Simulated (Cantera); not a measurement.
An isothermal, constant-pressure homogeneous reactor starts with C₂H₆ : N₂ = 1 : 95 (molar parts), at 1548 K and 293 Torr.

Model: GRI-Mech 3.0 (53 species, 325 reactions), integrated in Cantera. GRI-Mech 3.0 stops at C3 and has no aromatics, soot or wall deposition, so with more carbon than oxygen in the feed, carbon stays in small species such as C2H2 where larger ones or solid carbon would form.

Q: Predict: x(C₂H₆) at 5.00 s; x(C₂H) at 5.00 s; x(H) at 5.00 s; x(C₂H₂) at 5.00 s; x(CH₄) at 5.00 s; x(CH₂) at 5.00 s.

A: 
```json
{
  "x(C₂H₆) at 5.00 s": "7.59e-8 (gas-phase equilibrium 8.49e-11)",
  "x(C₂H) at 5.00 s": "8.45e-9 (gas-phase equilibrium 1.09e-9)",
  "x(H) at 5.00 s": "6.62e-6 (gas-phase equilibrium 7.09e-6)",
  "x(C₂H₂) at 5.00 s": "0.00984 (gas-phase equilibrium 0.00125)",
  "x(CH₄) at 5.00 s": "0.000708 (gas-phase equilibrium 2.06e-5)",
  "x(CH₂) at 5.00 s": "1.47e-9 (gas-phase equilibrium 4.44e-11)"
}
```
